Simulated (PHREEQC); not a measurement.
Make-up at 25 °C: 4.3e-05 mol NiSO4, 1.9e-06 mol H3BO3 and 0.0023 mol NiCl2 per kg of water. Closed to the air; pH follows from the charge balance.

Computed with PHREEQC (ion-association model, wateq4f.dat).

No solid was allowed to form.

### Question
Predict the pH.

### Answer
pH 6.31.

### Question
In which forms is S present?

### Answer
SO4-2 82 %, NiSO4 18 % of the S.
